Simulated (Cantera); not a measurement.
Feed: 1 mol B, 0.062 mol H2O, 1.6 mol N2, at 1.00 bar.

Method: chemical equilibrium by Gibbs-energy minimisation in Cantera with the NASA 1993 tables (ideal gas, pure condensed phases). Candidate condensed phases: B, BN, B2O3, B3O3H3, H2O; 39 gas species. N2 is the only nitrogen source here; it is nearly inert below about 1500 K, so the nitride shown seldom forms there in practice. Gases not in the tables: H3BO3. Kinetics and transport are ignored. All values below are at 973 K.

Base state: N2 0.948, H2 0.0519, H2O 0.000499 (mole fractions); condensed: BN(s) + B2O3(l).

**Question.** What changes in the equilibrium state with this change: B replaced by BCl3?

**Answer.** 
```tsv
species	before	after
N2	0.948	0.596
BCl3	0	0.350
HCl	0	0.0462
H2	0.0519	2.11e-7
B3O3Cl3	0	0.00770
H2O	0.000499	1.83e-9
BN(s), mol	0.959	0
B2O3(l), mol	0.0205	0
```
Further candidate phases: NH4Cl.
